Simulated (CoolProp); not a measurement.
A single-stage vapour-compression cycle with propane: evaporating at 195.15 K (dew point), condensing at 232.15 K (bubble point), superheat 0 K, subcooling 0 K, compressor efficiency 0.8, no pressure losses. Each further row changes one setting.

The numbers come from the reference Helmholtz-energy equation of state, Lemmon 2009 in CoolProp.

| case | cooling COP | pressure ratio | discharge temperature (K) | refrigerating effect (kJ/kg) | volumetric capacity (kJ/m³) |
|---|---|---|---|---|---|
| as stated | 3.69 | 7.15 | 270.9 | 380 | 155 |
| evaporating temperature 200.15 K | 4.47 | 5.22 | … | … | 211 |
| condensing temperature 227.15 K | 4.35 | 5.72 | 262.0 | 391 | 160 |
| subcooling 5 K | … | 7.15 | 270.9 | 391 | 160 |
| superheat 10 K | … | 7.15 | 282.1 | 393 | … |
| compressor efficiency 0.7 | 3.23 | 7.15 | 280.1 | 380 | 155 |

Problem. Some entries are withheld; supply them.

Solution. 
- evaporating temperature 200.15 K, discharge temperature (K): 264.1
- evaporating temperature 200.15 K, refrigerating effect (kJ/kg): 386
- subcooling 5 K, cooling COP: 3.80
- superheat 10 K, cooling COP: 3.64
- superheat 10 K, volumetric capacity (kJ/m³): 152
